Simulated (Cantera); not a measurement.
A Cantera script and its output.

```python
import numpy as np
import cantera as ct

gas = ct.Solution("h2o2.yaml")
gas.TPX = 400, 24000, {'H2': 1, 'O2': 0.806, 'N2': 2.1, 'H2O': 0.084}
flame = ct.FreeFlame(gas, width=0.11)
flame.set_refine_criteria(ratio=3, slope=0.08, curve=0.16)
flame.transport_model = "mixture-averaged"
flame.solve(loglevel=0, auto=True)
z, T = flame.grid, flame.T
thick = (T[-1] - T[0]) / np.gradient(T, z).max()
show = ['H2', 'O2', 'H2O', 'HO2', 'O', 'OH']
print(f"laminar burning velocity  {flame.velocity[0] * 100:.3f} cm/s")
print(f"burnt temperature         {T[-1]:.1f} K")
print(f"thermal thickness         {thick * 1e3:.4f} mm")
print(f"grid points               {len(z)}")
z0 = z[flame.heat_release_rate.argmax()]
print(f"{'z/mm':>9s}{'T/K':>9s}{'u/(m/s)':>9s}" + "".join(f"{s:>11s}" for s in show))
rows = []
for k in (-3, -2, -1.5, -1, -0.5, -0.25, 0, 0.25, 0.5, 1, 2, 4, 8):
    zz = z0 + k * thick
    rows.append([k * thick, np.interp(zz, z, T), np.interp(zz, z, flame.velocity),
                 *(np.interp(zz, z, flame.X[gas.species_index(s)]) for s in show)])
    print(f"{rows[-1][0] * 1e3:9.3f}{rows[-1][1]:9.1f}{rows[-1][2]:9.3f}" + "".join(f"{x:11.3e}" for x in rows[-1][3:]))
```

Result:

```
laminar burning velocity  292.327 cm/s
burnt temperature         2187.7 K
thermal thickness         2.1146 mm
grid points               114
     z/mm      T/K  u/(m/s)         H2         O2        H2O        HO2          O         OH
   -6.344    400.0    2.923  2.506e-01  2.020e-01  2.105e-02  6.131e-14  1.190e-14  7.608e-17
   -4.229    400.0    2.923  2.506e-01  2.020e-01  2.105e-02  6.502e-12  8.490e-13  5.430e-15
   -3.172    400.0    2.923  2.506e-01  2.020e-01  2.105e-02  1.937e-10  1.762e-11  1.134e-13
   -2.115    400.0    2.923  2.505e-01  2.020e-01  2.106e-02  3.558e-08  1.357e-09  2.146e-11
   -1.057    408.4    2.968  2.458e-01  2.031e-01  2.143e-02  8.043e-05  1.306e-06  1.026e-05
   -0.529    626.0    4.423  2.104e-01  2.012e-01  3.934e-02  1.437e-04  1.461e-04  8.398e-04
    0.000   1060.9    7.239  1.154e-01  1.680e-01  1.208e-01  5.187e-05  5.172e-03  2.685e-03
    0.529   1366.6    9.233  3.838e-02  1.119e-01  2.152e-01  2.723e-05  1.550e-02  8.909e-03
    1.057   1515.9   10.186  2.367e-02  9.641e-02  2.402e-01  1.946e-05  1.799e-02  1.250e-02
    2.115   1671.8   11.135  2.058e-02  9.153e-02  2.520e-01  1.417e-05  1.638e-02  1.565e-02
    4.229   1823.7   12.024  1.723e-02  8.871e-02  2.635e-01  9.864e-06  1.306e-02  1.764e-02
    8.458   1962.2   12.809  1.264e-02  8.684e-02  2.757e-01  6.346e-06  9.138e-03  1.777e-02
   16.917   2072.3   13.416  7.931e-03  8.607e-02  2.867e-01  4.103e-06  5.538e-03  1.582e-02
```

Computed with Cantera and the H2/O2 subset of GRI-Mech 3.0, which has no nitrogen chemistry. Burning velocities carry a grid error of a few per cent, more on coarse grids. Lean hydrogen flames are cellular in practice and burn faster than this planar one.
